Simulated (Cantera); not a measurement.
Feed: 1 mol MgO, 9.1 mol Cl₂, 4.2 mol O₂, at 727 °C.

Cantera equilibrium calculation (NASA polynomials, part measured and part estimated; ideal gas, pure solids and liquids). Candidate condensed phases: Mg, MgCl₂, MgO; 11 gas species. The numbers say what is thermodynamically allowed, not how fast it happens.

Task: What share of the Mg ends up in condensed phases as a function of P (Pa), at 1, 4.20, 18, 75, 320, 1300, 5600, 24000, 100000?

Result: 
| P (Pa) | Mg condensed (%) | as |
|---|---|---|
| 1 | 74.3 | MgO(s) |
| 4.20 | 86.8 | MgO(s) |
| 18 | 93.5 | MgO(s) |
| 75 | 96.8 | MgO(s) |
| 320 | 98.4 | MgO(s) |
| 1300 | 99.2 | MgO(s) |
| 5600 | 99.6 | MgO(s) |
| 24000 | 99.8 | MgO(s) |
| 100000 | 99.9 | MgO(s) |
